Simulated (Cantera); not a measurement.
Charge: 1 mol B₂O₃, 4.6 mol NF₃, 0.16 mol O₂, 16 mol HF, at 1550 K and 0.0900 Torr.

Cantera equilibrium calculation (NASA polynomials, part measured and part estimated; ideal gas, pure solids and liquids). Candidate condensed phases: B, BN, B₂O₃, B₃O₃H₃, H₂O; 62 gas species. Equilibrium is a limit: real reactors are often held back by kinetics, nucleation or transport.

**Question.** What is the equilibrium state?

**Answer.** 
* **x(HF)**: 0.538
* **x(F)**: 0.262
* **x(N₂)**: 0.0772
* **x(BF₃)**: 0.0672
* **x(O₂)**: 0.0556
* **x(NO)**: 0.000250
* **x(O)**: 0.000168
* **gas amount**: 29.76 mol
* **log10 activity of B(s) (absent)**: -25.07
* **log10 activity of B₃O₃H₃(s) (absent)**: -84.52
